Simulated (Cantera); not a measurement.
## Equilibrium for iron carbonyl, mercury and lead vapours: PbO + H2

Charge: 1 mol PbO, 0.18 mol H2, at 450 °C and 63.0 Torr.

Method: chemical equilibrium by Gibbs-energy minimisation in Cantera with the NASA 1993 tables (ideal gas, pure condensed phases). Candidate condensed phases: H2O, Pb, PbO, PbO2, Pb3O4; 12 gas species. Kinetics and transport are ignored.

| Quantity | Result |
|---|---|
| x(H2O) | 1.000 |
| x(H2) | 4.17e-5 |
| n(Pb(l)) | 0.180 mol |
| n(PbO(red)) | 0.820 mol |
| gas amount | 0.1800 mol |
| log10 activity of Pb3O4(s) (absent) | -10.83 |
| log10 activity of PbO2(s) (absent) | -11.68 |
